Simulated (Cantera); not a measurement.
A closed system holds: 1 mol Ca(OH)2, 0.013 mol C, 3.1 mol O2, equilibrated at 3600 Pa.

Cantera equilibrium calculation (NASA polynomials, part measured and part estimated; ideal gas, pure solids and liquids). Candidate condensed phases: C, C6H6, C7H8, C8H18, Ca, CaCO3, CaO, Ca(OH)2, H2O; 115 gas species. Equilibrium is a limit: real reactors are often held back by kinetics, nucleation or transport.

Problem. At 1873 K, list the 5 most abundant gas species with their mole fractions, and the condensed phases.

Solution. O2 0.750, H2O 0.241, OH 0.00516, CO2 0.00316, O 0.00108. Condensed: CaO(s).
